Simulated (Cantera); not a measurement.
An isothermal plug-flow reactor at 875 K and 1650 Torr (inlet), inlet velocity 0.09 m/s, active area per volume 200 1/m; feed CO : O₂ : N₂ : H₂O = 0.026 : 0.014 : 0.79 : 0.031 (molar parts).

Cantera simulation using Deutschmann's 1995 Pt surface mechanism with GRI-Mech 3.0 gas chemistry; the numbers are that mechanism's predictions, not measurements. Catalytic surfaces can have several steady states; this one follows from the mechanism file's or the stated starting coverage. Mass transfer to the wall is taken as infinitely fast.

### Question
What does this change do: temperature 875 to 725 K?

### Answer
```tsv
quantity	before	after
x(CO) at z = 0.0098 m	<1e-12	0.0258
x(O₂) at z = 0.0098 m	0.00118	0.0141
x(H₂O) at z = 0.0098 m	0.0366	0.0361
x(CO₂) at z = 0.0098 m	0.0307	0.00444
θ(free Pt) at the exit	0.227	0.0286
θ(O*) at the exit	0.764	0.00104
```
